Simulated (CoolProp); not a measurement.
o-xylene at several states: Z from the reference equation and from simpler models built on Tc = 630.3 K, pc = 3.737 MPa, ω = 0.312; each cubic takes its own stable root.

Computed with CoolProp (reference Helmholtz-energy equation of state, Zhou 2012).

```json
[
 {"T (K)": "289.3", "p (MPa)": "0.265", "phase": "liquid", "reference": "0.01324"},
 {"T (K)": "613.2", "p (MPa)": "0.927", "phase": "gas", "reference": "0.8914"},
 {"T (K)": "329.9", "p (MPa)": "0.0187", "phase": "liquid", "reference": "0.0008525"},
 {"T (K)": "382", "p (MPa)": "0.518", "phase": "liquid", "reference": "0.02155"},
 {"T (K)": "578.6", "p (MPa)": "0.0155", "phase": "gas", "reference": "0.9979"},
 {"T (K)": "577.9", "p (MPa)": "0.0107", "phase": "gas", "reference": "0.9986"}
]
```

Problem. How far does each simpler model (Soave-Redlich-Kwong, Peng-Robinson) lie from the reference over these 6 states: mean and median of the absolute difference, and the worst?

Solution. 
- Soave-Redlich-Kwong: mean 7.0 %, median 7.0 %, worst +14.3 % at 289.3 K and 0.265 MPa
- Peng-Robinson: mean 0.5 %, median 0.1 %, worst +1.8 % at 289.3 K and 0.265 MPa
